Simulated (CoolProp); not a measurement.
Aqueous potassium carbonate as a coolant, 31 % by mass, freezing at -20.0 °C, 1 atm.

Computed with CoolProp (Melinder's fits for secondary coolants).

| T (°C) | cp (kJ/(kg K)) | viscosity (mPa s) | density (kg/m³) | Prandtl number |
|---|---|---|---|---|
| -18.4 | [?] | 8.72 | 1325 | 49.5 |
| -13.3 | [?] | 7.08 | 1324 | 39.6 |
| -8.3 | 2.883 | 5.88 | 1322 | 32.5 |
| -3.2 | 2.891 | [?] | 1320 | 27.0 |
| 1.8 | 2.899 | 4.24 | 1318 | 22.8 |
| 6.9 | 2.907 | 3.67 | 1316 | 19.6 |
| 11.9 | 2.915 | 3.23 | 1314 | 17.0 |
| 17 | 2.924 | 2.86 | 1311 | 14.9 |
| 22 | 2.933 | 2.56 | [?] | [?] |
| 27 | 2.942 | 2.30 | 1306 | 11.7 |
| 32.1 | [?] | 2.08 | 1303 | 10.4 |

Question: What belongs in the gaps?

Answer: 
- -18.4, cp (kJ/(kg K)): 2.868
- -13.3, cp (kJ/(kg K)): 2.875
- -3.2, viscosity (mPa s): 4.95
- 22, density (kg/m³): 1309
- 22, Prandtl number: 13.1
- 32.1, cp (kJ/(kg K)): 2.951
